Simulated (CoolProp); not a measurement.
Sulfur dioxide along the isobar 8.59 MPa: fugacity coefficient from the reference equation and from simpler models built on Tc = 430.6 K, pc = 7.887 MPa, ω = 0.256; each cubic takes its own stable root.

Values from CoolProp's reference Helmholtz-energy equation of state, Gao 2016.

```json
[
 {"T (K)": "244.2", "phase": "liquid", "reference": "0.005514"},
 {"T (K)": "251.4", "phase": "liquid", "reference": "0.007927"},
 {"T (K)": "258.5", "phase": "liquid", "reference": "0.01107"},
 {"T (K)": "265.7", "phase": "liquid", "reference": "0.01518"},
 {"T (K)": "272.9", "phase": "liquid", "reference": "0.02038"},
 {"T (K)": "280.1", "phase": "liquid", "reference": "0.02686"},
 {"T (K)": "287.3", "phase": "liquid", "reference": "0.03478"},
 {"T (K)": "294.4", "phase": "liquid", "reference": "0.04417"},
 {"T (K)": "301.6", "phase": "liquid", "reference": "0.05546"},
 {"T (K)": "308.8", "phase": "liquid", "reference": "0.06868"},
 {"T (K)": "316", "phase": "liquid", "reference": "0.08397"},
 {"T (K)": "323.2", "phase": "liquid", "reference": "0.1014"},
 {"T (K)": "330.3", "phase": "liquid", "reference": "0.1209"},
 {"T (K)": "337.5", "phase": "liquid", "reference": "0.1430"},
 {"T (K)": "344.7", "phase": "liquid", "reference": "0.1675"}
]
```

Q: How far does each simpler model (van der Waals, Redlich-Kwong, Peng-Robinson) lie from the reference over these 15 states: mean and median of the absolute difference, and the worst?

A: 
- van der Waals: mean 420.0 %, median 303.4 %, worst +1183.5 % at 244.2 K and 8.59 MPa
- Redlich-Kwong: mean 68.9 %, median 64.5 %, worst +121.1 % at 244.2 K and 8.59 MPa
- Peng-Robinson: mean 0.9 %, median 0.6 %, worst +2.7 % at 244.2 K and 8.59 MPa
